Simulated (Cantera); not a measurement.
An adiabatic, constant-pressure homogeneous reactor starts with CH3OH : O2 : N2 = 1 : 3.66 : 13.8 (molar parts), at 1725 K and 0.690 bar. Integrator tolerance rtol = 1e-08.

Detailed kinetics in Cantera: GRI-Mech 3.0 (53 species, 325 reactions). GRI-Mech 3.0 was tuned for natural gas; its chemistry of methanol as a main component is partial and can be far from experiment.

What does this change do: initial temperature 1725 to 1300 K?


```json
[
 {"quantity": "time of steepest temperature rise", "before": "86.3 µs", "after": "3.79 ms"},
 {"quantity": "temperature at 0.700 s", "before": "2463 K", "after": "2177 K"},
 {"quantity": "equilibrium temperature", "before": "2463 K", "after": "2175 K"},
 {"quantity": "x(CH3OH) at 0.700 s", "before": "<1e-12 (gas-phase equilibrium <1e-12)", "after": "<1e-12 (gas-phase equilibrium <1e-12)"},
 {"quantity": "x(O2) at 0.700 s", "before": "0.104 (gas-phase equilibrium 0.104)", "after": "0.109 (gas-phase equilibrium 0.109)"},
 {"quantity": "x(NO) at 0.700 s", "before": "0.0145 (gas-phase equilibrium 0.0145)", "after": "0.00712 (gas-phase equilibrium 0.00824)"},
 {"quantity": "x(H2O2) at 0.700 s", "before": "1.68e-7 (gas-phase equilibrium 1.68e-7)", "after": "8.99e-8 (gas-phase equilibrium 8.92e-8)"},
 {"quantity": "x(CH2) at 0.700 s", "before": "<1e-12 (gas-phase equilibrium <1e-12)", "after": "<1e-12 (gas-phase equilibrium <1e-12)"},
 {"quantity": "x(HCO) at 0.700 s", "before": "6.00e-10 (gas-phase equilibrium 6.00e-10)", "after": "1.90e-11 (gas-phase equilibrium 1.85e-11)"},
 {"quantity": "x(HCN) at 0.700 s", "before": "5.08e-12 (gas-phase equilibrium 5.08e-12)", "after": "<1e-12 (gas-phase equilibrium <1e-12)"}
]
```
